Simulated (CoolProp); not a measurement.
A simple Rankine cycle with ethylbenzene: condensing at 324.15 K, boiler at 0.106 MPa, turbine inlet 413.1 K, turbine efficiency 0.7, pump efficiency 0.7, no recuperator. Each further row changes one setting.

Computed with CoolProp (reference Helmholtz-energy equation of state, Zhou 2012).

```tsv
case	thermal efficiency (%)	net work (kJ/kg)	heat in (kJ/kg)	turbine exit temperature (K)	volume ratio over the turbine
as stated	12.3	63.0	510	369.6	20.1
turbine inlet 433.1 K	12.2	66.5	545	389.9	20.1
condensing temperature 316.15 K	13.4	70.3	525	(withheld)	29.2
boiler pressure 0.0742 MPa	11.0	56.5	512	375.1	(withheld)
turbine efficiency 0.6	(withheld)	54.0	510	375.6	20.5
```

**Question.** Complete the blanks.

**Answer.** 
- condensing temperature 316.15 K, turbine exit temperature (K): 364.6
- boiler pressure 0.0742 MPa, volume ratio over the turbine: 14.1
- turbine efficiency 0.6, thermal efficiency (%): 10.6
